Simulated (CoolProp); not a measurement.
A closed Brayton cycle with carbon dioxide: compressor inlet 312.15 K and 9.8 MPa, high pressure 28.5 MPa, turbine inlet 905 K, compressor efficiency 0.89, turbine efficiency 0.9, recuperator effectiveness 0 (on enthalpy, no pinch check). Each further row changes one setting.

Values from CoolProp's reference Helmholtz-energy equation of state, Span 1996.

```json
[
 {"case": "as stated", "thermal efficiency (%)": "?", "net work (kJ/kg)": "125", "compressor to turbine work": "0.19", "compressor exit (K)": "347.0", "turbine exit (K)": "769.5"},
 {"case": "turbine inlet 855 K", "thermal efficiency (%)": "15.9", "net work (kJ/kg)": "116", "compressor to turbine work": "0.20", "compressor exit (K)": "347.0", "turbine exit (K)": "724.1"},
 {"case": "compressor inlet 322.15 K", "thermal efficiency (%)": "15.9", "net work (kJ/kg)": "113", "compressor to turbine work": "?", "compressor exit (K)": "388.9", "turbine exit (K)": "769.5"},
 {"case": "high pressure 24.2 MPa", "thermal efficiency (%)": "?", "net work (kJ/kg)": "109", "compressor to turbine work": "0.17", "compressor exit (K)": "340.9", "turbine exit (K)": "789.6"},
 {"case": "recuperator effectiveness 0.5", "thermal efficiency (%)": "?", "net work (kJ/kg)": "125", "compressor to turbine work": "0.19", "compressor exit (K)": "347.0", "turbine exit (K)": "769.5"}
]
```

Task: Some entries are withheld; supply them.

Result: 
- as stated, thermal efficiency (%): 15.8
- compressor inlet 322.15 K, compressor to turbine work: 0.27
- high pressure 24.2 MPa, thermal efficiency (%): 13.7
- recuperator effectiveness 0.5, thermal efficiency (%): 23.4
